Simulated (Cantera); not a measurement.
An adiabatic, constant-volume homogeneous reactor starts with CH4 : O2 : N2 = 1 : 1.82 : 6.84 (molar parts), equivalence ratio 1.1, at 1000 K and 68000 Pa. Integrator tolerance rtol = 1e-08.

Model: GRI-Mech 3.0 (53 species, 325 reactions), integrated in Cantera.

**Question.** What does this change do: pressure from 68000 Pa to 1000000 Pa?

**Answer.** 
```
quantity                                                              before                                      after
---------------------------------  -----------------------------------------  -----------------------------------------
time of steepest temperature rise                                     1.69 s                                    83.6 ms
temperature at 2.00 s                                                 2763 K                                     2948 K
equilibrium temperature                                               2763 K                                     2948 K
x(CH4) at 2.00 s                       <1e-12 (gas-phase equilibrium <1e-12)      <1e-12 (gas-phase equilibrium <1e-12)
x(O2) at 2.00 s                      0.00997 (gas-phase equilibrium 0.00997)    0.00513 (gas-phase equilibrium 0.00513)
x(CH2O) at 2.00 s                  8.35e-10 (gas-phase equilibrium 8.35e-10)    8.48e-9 (gas-phase equilibrium 8.48e-9)
x(CH3) at 2.00 s                       <1e-12 (gas-phase equilibrium <1e-12)  2.01e-12 (gas-phase equilibrium 2.41e-12)
x(CO2) at 2.00 s                       0.0512 (gas-phase equilibrium 0.0512)      0.0590 (gas-phase equilibrium 0.0590)
```

**Question.** What does this change do: initial temperature 1000 to 1100 K?

**Answer.** 
```json
[
 {"quantity": "time of steepest temperature rise", "before": "1.69 s", "after": "0.300 s"},
 {"quantity": "temperature at 2.00 s", "before": "2763 K", "after": "2788 K"},
 {"quantity": "equilibrium temperature", "before": "2763 K", "after": "2788 K"},
 {"quantity": "x(CH4) at 2.00 s", "before": "<1e-12 (gas-phase equilibrium <1e-12)", "after": "<1e-12 (gas-phase equilibrium <1e-12)"},
 {"quantity": "x(O2) at 2.00 s", "before": "0.00997 (gas-phase equilibrium 0.00997)", "after": "0.0111 (gas-phase equilibrium 0.0111)"},
 {"quantity": "x(CH2O) at 2.00 s", "before": "8.35e-10 (gas-phase equilibrium 8.35e-10)", "after": "8.58e-10 (gas-phase equilibrium 8.58e-10)"},
 {"quantity": "x(CH3) at 2.00 s", "before": "<1e-12 (gas-phase equilibrium <1e-12)", "after": "<1e-12 (gas-phase equilibrium <1e-12)"},
 {"quantity": "x(CO2) at 2.00 s", "before": "0.0512 (gas-phase equilibrium 0.0512)", "after": "0.0486 (gas-phase equilibrium 0.0486)"}
]
```
